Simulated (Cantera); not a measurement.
A closed system holds: 1 mol MgSO₄, 0.65 mol C, 0.13 mol CO₂, at 10.0 mbar.

Equilibrium computed with Cantera from the NASA thermochemical tables; the gas is ideal and each condensed phase is pure. Candidate condensed phases: C, Mg, MgCO₃, MgO, MgS, MgSO₄, S; 26 gas species. The numbers say what is thermodynamically allowed, not how fast it happens. All values below are at 1402 °C.

Base state: SO₂ 0.532, CO₂ 0.324, CO 0.118, SO 0.0166, S₂ 0.00853, S₂O 0.000313, S 0.000232, COS 6.33e-5 (mole fractions); condensed: MgO(s).

Task: What changes in the equilibrium state with this change: C from 0.65 to 0.34 mol?

Result: 
| species | before | after |
|---|---|---|
| SO₂ | 0.532 | 0.613 |
| CO₂ | 0.324 | 0.288 |
| O₂ | 1.98e-6 | 0.0982 |
| CO | 0.118 | 0.000470 |
| SO | 0.0166 | 8.61e-5 |
| S₂ | 0.00853 | <1e-9 |
| S₂O | 0.000313 | <1e-9 |
| COS | 6.33e-5 | <1e-9 |
| S | 0.000232 | 5.40e-9 |
| SO₃ | 1.26e-6 | 0.000324 |
| MgO(s), mol | 1.000 | 1.00 |
